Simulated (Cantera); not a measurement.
What does this Cantera script print?

```python
import numpy as np
import cantera as ct

gas_names = """
    O2 CO
""".split()
cond_names = """
    Ta(cr) TaC(s) Ta2O5(s)
""".split()


def load(file, names, dense=False):
    # The tables refer to 1 bar. Condensed volumes are neglected.
    table = {s.name: s for s in ct.Species.list_from_file(file)}
    out = []
    for n in names:
        d = dict(table[n].input_data)
        d["thermo"] = dict(d["thermo"], **{"reference-pressure": 1e5})
        if dense:
            d["equation-of-state"] = {"model": "constant-volume", "density": "1e6 g/cm^3"}
        out.append(ct.Species.from_dict(d))
    return out


species = {s.name: s for s in load("nasa_gas.yaml", gas_names) + load("nasa_condensed.yaml", cond_names)}
T = 1675
g = {n: (s.thermo.h(T) - T * s.thermo.s(T)) / (ct.gas_constant * T * np.log(10)) for n, s in species.items()}
valid = cond_names  # the entries whose range holds T


def stable(la, lb):
    # potentials (over RT ln 10) of the two non-metals from log10 p(O2) and log10 p(CO) in bar
    mu = {}
    mu["O"] = (g["O2"] + la) / 2
    mu["C"] = (g["CO"] + lb - 1 * mu["O"]) / 1
    cost = {}
    for n in valid:
        c = species[n].composition
        cost[n] = (g[n] - sum(c.get(e, 0) * m for e, m in mu.items())) / c["Ta"]
    return min(cost, key=cost.get)


results = []
for lb in [0, -1.2, -2.4, -3.6, -4.8, -6, -7.2, -8.4, -9.6, -10.8, -12]:
    row = [stable(la, lb) for la in [-20, -18.6, -17.1, -15.7, -14.3, -12.9, -11.4, -10, -8.6, -7.1, -5.7, -4.3, -2.9, -1.4, 0]]
    results.append(row)
    print(f"{lb:6.1f}  " + " ".join(f"{valid.index(n):x}" for n in row))
print("key: " + ", ".join(f"{i:x} {n}" for i, n in enumerate(valid)))
```

Result:

```
   0.0  1 1 1 1 1 2 2 2 2 2 2 2 2 2 2
  -1.2  1 1 1 1 2 2 2 2 2 2 2 2 2 2 2
  -2.4  1 1 1 1 2 2 2 2 2 2 2 2 2 2 2
  -3.6  1 1 1 2 2 2 2 2 2 2 2 2 2 2 2
  -4.8  1 1 1 2 2 2 2 2 2 2 2 2 2 2 2
  -6.0  1 0 0 2 2 2 2 2 2 2 2 2 2 2 2
  -7.2  0 0 0 2 2 2 2 2 2 2 2 2 2 2 2
  -8.4  0 0 0 2 2 2 2 2 2 2 2 2 2 2 2
  -9.6  0 0 0 2 2 2 2 2 2 2 2 2 2 2 2
 -10.8  0 0 0 2 2 2 2 2 2 2 2 2 2 2 2
 -12.0  0 0 0 2 2 2 2 2 2 2 2 2 2 2 2
key: 0 Ta(cr), 1 TaC(s), 2 Ta2O5(s)
```

Cantera with NASA thermochemical tables; ideal gases at 1 bar, condensed phases pure. TaC: taken at fixed stoichiometry. Not in the tables: Ta2C. Part of the grid cannot be reached: there another gas would pass 10 bar, or a non-metal would condense.
